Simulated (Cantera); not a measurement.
Charge: 1 mol Si(CH3)4, 1.4 mol CH4, 33 mol H2, at 2098 K and 0.0133 bar.

These are equilibrium values from Cantera (NASA tables, ideal gas, pure condensed phases), not measurements of a reactor. Candidate condensed phases: C, C6H6, C7H8, C8H18, Si, SiC; 87 gas species. Gases not in the tables: Si2H6 and higher silanes. Equilibrium is a limit: real reactors are often held back by kinetics, nucleation or transport.

Base state: H2 0.971, H 0.0263, C2H2 (acetylene) 0.00139, Si 0.000759, SiC2 4.85e-5, SiH 4.70e-5, Si2C 3.08e-5, SiH2 1.36e-5 (mole fractions); condensed: C(graphite) + SiC(s).

Q: What changes in the equilibrium state with this change: pressure from 0.0133 bar to 0.330 bar?

A: 
| species | before | after |
|---|---|---|
| H2 | 0.971 | 0.993 |
| H | 0.0263 | 0.00534 |
| C2H2 (acetylene) | 0.00139 | 0.00142 |
| Si | 0.000759 | 3.06e-5 |
| CH4 | 4.17e-6 | 0.000108 |
| Si2C | 3.08e-5 | 1.24e-6 |
| SiC2 | 4.85e-5 | 1.96e-6 |
| CH3 | 2.20e-6 | 1.13e-5 |
| SiH | 4.70e-5 | 9.56e-6 |
| C(graphite), mol | 4.32 | 4.28 |
| SiC(s), mol | 0.961 | 0.998 |
